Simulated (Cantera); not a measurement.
An adiabatic, constant-volume homogeneous reactor starts with H₂ : O₂ : N₂ = 1 : 0.526 : 1.98 (molar parts), equivalence ratio 0.95, at 1175 K and 7500 Torr. Integrator tolerance rtol = 1e-08.

Detailed kinetics in Cantera: GRI-Mech 3.0 (53 species, 325 reactions). The hydrogen kinetics of GRI-Mech 3.0 are dated; newer H2 mechanisms differ, most at raised pressure. Above 3000 K some thermodynamic fits are extrapolated.

```tsv
quantity	before	after
time of steepest temperature rise	0.132 ms	8.30 ms
temperature at 2.00 s	3116 K	3061 K
equilibrium temperature	3116 K	3061 K
x(H₂) at 2.00 s	0.0329 (gas-phase equilibrium 0.0329)	0.0279 (gas-phase equilibrium 0.0279)
x(O₂) at 2.00 s	0.0126 (gas-phase equilibrium 0.0126)	0.0116 (gas-phase equilibrium 0.0116)
x(H₂O₂) at 2.00 s	3.04e-6 (gas-phase equilibrium 3.04e-6)	2.99e-6 (gas-phase equilibrium 2.99e-6)
x(N₂O) at 2.00 s	2.98e-6 (gas-phase equilibrium 2.98e-6)	2.88e-6 (gas-phase equilibrium 2.88e-6)
x(O) at 2.00 s	0.00388 (gas-phase equilibrium 0.00388)	0.00290 (gas-phase equilibrium 0.00290)
```

Name the change that produced these shifts.
A. initial temperature 1175 to 1025 K
B. pressure from 7500 Torr to 760 Torr
C. initial temperature 1175 to 1000 K
D. initial temperature 1175 to 1400 K

C, initial temperature 1175 to 1000 K
